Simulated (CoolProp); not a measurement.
Properties of n-nonane along the isotherm 368.9 K (Tc = 594.5 K, pc = 22.82 bar, ω = 0.443).

Model: reference Helmholtz-energy equation of state, Lemmon 2006, in CoolProp. It is a short technical equation, of lower accuracy than the large ones.

```csv
p (bar),phase,Z,cp (kJ/(kg K)),cv (kJ/(kg K)),speed of sound (m/s),isothermal compressibility (1/MPa),viscosity (µPa s)
5.7,liquid,0.03624,2.489,2.054,947.9,0.002050,322
11.4,liquid,0.07239,2.488,2.055,953.0,0.002025,324
17.1,liquid,0.1085,2.486,2.055,958.0,0.002000,326
22.8,liquid,0.1445,2.485,2.055,962.9,0.001976,328
28.5,liquid,0.1804,2.484,2.056,967.8,0.001952,330
34.2,liquid,0.2162,2.482,2.056,972.6,0.001930,332
39.9,liquid,0.2520,2.481,2.056,977.4,0.001907,334
45.6,liquid,0.2876,2.480,2.056,982.1,0.001886,336
51.3,liquid,0.3233,2.478,2.057,986.8,0.001865,338
57,liquid,0.3588,2.477,2.057,991.5,0.001844,341
```

Viscosity comes from a separate model (Huber 2004).
